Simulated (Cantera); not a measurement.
A freely propagating, adiabatic, planar premixed flame of H2 : O2 : N2 = 1 : 0.417 : 1.57 (molar parts), unburnt at 548 K and 3.26 atm; mixture-averaged transport, grid criteria slope 0.08 and curve 0.16, no radiation.

Model: the H2/O2 subset of GRI-Mech 3.0, which has no nitrogen chemistry, integrated in Cantera. The hydrogen kinetics of GRI-Mech 3.0 are dated; newer H2 mechanisms differ, most at raised pressure. Burning velocities carry a grid error of a few per cent, more on coarse grids.

### Question
What does this change do: 0.18 parts H2O added?

### Answer
```csv
quantity,before,after
laminar burning velocity,724 cm/s,616 cm/s
thermal thickness,0.0946 mm,0.0894 mm
peak x(H2O2),5.87e-5,7.31e-5
peak x(O),0.00817,0.00600
peak x(H),0.0515,0.0392
peak x(OH),0.0160,0.0141
```

### Question
What does this change do: inlet temperature 548 to 300 K?

### Answer
```tsv
quantity	before	after
laminar burning velocity	724 cm/s	272 cm/s
thermal thickness	0.0946 mm	0.0745 mm
peak x(H2O2)	5.87e-5	0.000172
peak x(O)	0.00817	0.00573
peak x(H)	0.0515	0.0382
peak x(OH)	0.0160	0.0125
```
